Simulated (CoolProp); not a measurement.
Vapour-liquid equilibrium of m-xylene (1) + n-undecane (2) at 1.08 MPa; x and y are mole fractions of (1).

The numbers come from the multi-fluid Helmholtz-energy mixture model, Zhou 2012 and Aleksandrov 2011; pair parameters Bell 2016 in CoolProp.

Give the bubble temperature and the first vapour's composition at x = 0.05, 0.5, 0.95. Is there an azeotrope?

x = 0.05: 591.9 K, y = 0.079; x = 0.5: 559.4 K, y = 0.661; x = 0.95: 531.6 K, y = 0.978. No azeotrope shows between x = 0.05 and 0.95.

Pair parameters are fitted to limited data, so mixtures are less certain than the pure fluids.
